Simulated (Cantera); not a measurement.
Feed: 1 mol n-butane, 16 mol H2, 0.5 mol N2, held at 1.00 bar.

Cantera equilibrium calculation (NASA polynomials, part measured and part estimated; ideal gas, pure solids and liquids). Candidate condensed phases: C, C6H6, C7H8, C8H18; 92 gas species. Rates play no part.

log p: log10 of the partial pressure in bar; n: condensed amount in mol.

```tsv
T (°C)	log p H2	log p CH4	log p H	log p C2H2 (acetylene)	log p N2	log p HCN	n C(graphite)
450	-0.13	-0.64	<-12	<-12	-1.55	-9.91	…
650	-0.09	-0.81	-9.66	-10.01	-1.57	-6.70	…
850	-0.02	-1.58	-7.38	-7.68	-1.62	-5.35	…
1050	-0.01	-2.19	-5.81	-6.10	-1.63	-4.41	3.86
1250	-0.01	-2.66	-4.64	-4.94	-1.63	-3.73	3.95
1450	-0.01	-3.02	-3.74	-4.05	-1.64	-3.21	3.96
1650	-0.01	-3.30	-3.03	-3.36	-1.65	-2.80	3.93
1850	-0.01	-3.53	-2.45	-2.79	-1.67	-2.47	3.85
2050	-0.02	-3.73	-1.97	-2.33	-1.70	-2.22	3.65
2250	-0.03	-3.90	-1.57	-1.95	-1.76	-2.02	…
2450	-0.05	-4.07	-1.23	-1.64	-1.83	-1.87	…
2650	-0.09	-4.25	-0.95	-1.40	-1.93	-1.77	…
```

### Question
Some entries are withheld; supply them.

### Answer

- 450, n C(graphite): 0
- 650, n C(graphite): 1.11
- 850, n C(graphite): 3.45
- 2250, n C(graphite): 3.27
- 2450, n C(graphite): 2.61
- 2650, n C(graphite): 1.56
